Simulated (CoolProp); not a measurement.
Model: reference Helmholtz-energy equation of state, Lemmon 2006, in CoolProp. It is a short technical equation, of lower accuracy than the large ones.

**Question.** For C3F8 (R218), give the phase and the viscosity (µPa s), fugacity coefficient at -32.85 °C and 12900 kPa.

**Answer.** 
- -32.85 °C and 12900 kPa: liquid; viscosity 522, fugacity coefficient 0.0185

Viscosity comes from a separate model (Huber 2003), an estimate that may be off by 10 % or more.
